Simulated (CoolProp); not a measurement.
Saturation properties of C3F8 (R218).

The numbers come from the reference Helmholtz-energy equation of state, Lemmon 2006 in CoolProp. It is a short technical equation, of lower accuracy than the large ones.

| T (K) | p (MPa) | liquid cp (kJ/(kg K)) | vapour Z | liquid viscosity (µPa s) |
|---|---|---|---|---|
| 265.7 | 0.3230 | 1.050 | 0.8835 | 274 |
| 271.1 | 0.3876 | 1.066 | 0.8681 | 253 |
| 276.5 | 0.4615 | 1.084 | 0.8512 | 233 |
| 281.9 | 0.5454 | 1.103 | 0.8329 | 215 |
| 287.3 | 0.6403 | 1.124 | 0.8130 | 198 |
| 292.7 | 0.7469 | 1.148 | 0.7914 | 182 |
| 298 | 0.8640 | 1.175 | 0.7682 | 167 |
| 303.4 | 0.9968 | 1.207 | 0.7423 | 154 |
| 308.8 | 1.144 | 1.246 | 0.7139 | 140 |
| 314.2 | 1.308 | 1.295 | 0.6823 | 128 |
| 319.6 | 1.489 | 1.360 | 0.6469 | 116 |
| 325 | 1.689 | 1.457 | 0.6065 | 104 |
| 330.4 | 1.910 | 1.619 | 0.5591 | 91.4 |

It boils at 236.4 K under 1 atm.

Viscosity comes from a separate model (Huber 2003), an estimate that may be off by 10 % or more.
